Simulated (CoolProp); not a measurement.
Properties of C2F6 (R116) along the isotherm 196.5 K.

Computed with CoolProp (reference Helmholtz-energy equation of state, Lemmon 2006). It is a short technical equation, of lower accuracy than the large ones.

```
p (kPa)   phase  density (kg/m³)  cv (kJ/(kg K))  isothermal compressibility (1/MPa)  fugacity coefficient
-------  ------  ---------------  --------------  ----------------------------------  --------------------
48.2        gas            4.156          0.5354                               21.19                0.9800
99          gas            8.737          0.5411                               10.58                0.9590
203      liquid             1599          0.6309                            0.003052                0.5171
417      liquid             1600          0.6310                            0.003032                0.2546
857      liquid             1602          0.6312                            0.002991                0.1268
1760     liquid             1606          0.6316                            0.002910               0.06474
3610     liquid             1615          0.6323                            0.002759               0.03478
7420     liquid             1631          0.6339                            0.002497               0.02063
15200    liquid             1660          0.6371                            0.002103               0.01501
```
